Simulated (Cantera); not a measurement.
Mixture: CH₃OH : O₂ : N₂ = 1 : 1.65 : 5.11 (molar parts), at 0.987 atm, adiabatic and at constant volume. Ignition delay is the time to a rise of 400 K.

Detailed kinetics in Cantera: GRI-Mech 3.0 (53 species, 325 reactions). GRI-Mech 3.0 was tuned for natural gas; its chemistry of methanol as a main component is partial and can be far from experiment.

Problem. Predict: delay at 1000 K; delay at 1100 K; delay at 1200 K; delay at 1300 K; delay at 1400 K; delay at 1500 K; delay at 1600 K; apparent activation energy between 1400 and 1600 K.

Solution. 
```
Item                                                    Result
--------------------------------------------------  ----------
delay at 1000 K                                        0.499 s
delay at 1100 K                                        55.9 ms
delay at 1200 K                                        9.09 ms
delay at 1300 K                                        2.00 ms
delay at 1400 K                                       0.564 ms
delay at 1500 K                                       0.196 ms
delay at 1600 K                                        80.7 µs
apparent activation energy between 1400 and 1600 K  180 kJ/mol
```
